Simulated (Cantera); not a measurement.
(CH3)2SiCl2 + C2H4 + H2 (silicon carbide growth)

Charge: 1 mol (CH3)2SiCl2, 1.1 mol C2H4, 170 mol H2, equilibrated at 100000 Pa.

These are equilibrium values from Cantera (NASA tables, ideal gas, pure condensed phases), not measurements of a reactor. Candidate condensed phases: C, C6H6, C7H8, C8H18, Si, SiC; 109 gas species. The feed counts by its element totals alone. The tables' values for SiCl are old estimates; treat these amounts as uncertain. Gases not in the tables: Si2H6 and higher silanes. Rates play no part.

From 1573 K to 2473 K the condensed part is C(graphite) + SiC(s). The main Si-bearing gas is SiCl2 at 1573 K and Si at 2473 K.

| T (K) | x H2 | x H | x HCl | x C2H2 (acetylene) | x CH4 | x Si | n C(graphite) | n SiC(s) |
|---|---|---|---|---|---|---|---|---|
| 1573 | 0.987 | 4.04e-5 | 0.0114 | 2.04e-5 | 0.00179 | 5.26e-10 | 2.88 | 0.999 |
| 1723 | 0.987 | 0.000181 | 0.0113 | 8.94e-5 | 0.000981 | 1.64e-8 | 3.00 | 0.999 |
| 1873 | 0.987 | 0.000641 | 0.0113 | 0.000308 | 0.000594 | 2.93e-7 | 2.99 | 0.997 |
| 2023 | 0.985 | 0.00189 | 0.0113 | 0.000880 | 0.000388 | 3.39e-6 | 2.82 | 0.994 |
| 2173 | 0.981 | 0.00478 | 0.0112 | 0.00217 | 0.000269 | 2.79e-5 | 2.40 | 0.982 |
| 2323 | 0.973 | 0.0107 | 0.0111 | 0.00471 | 0.000194 | 0.000174 | 1.54 | 0.926 |
| 2473 | 0.956 | 0.0218 | 0.0109 | 0.00922 | 0.000143 | 0.000870 | 0.0704 | 0.671 |
x: gas mole fraction; n: condensed amount in mol.
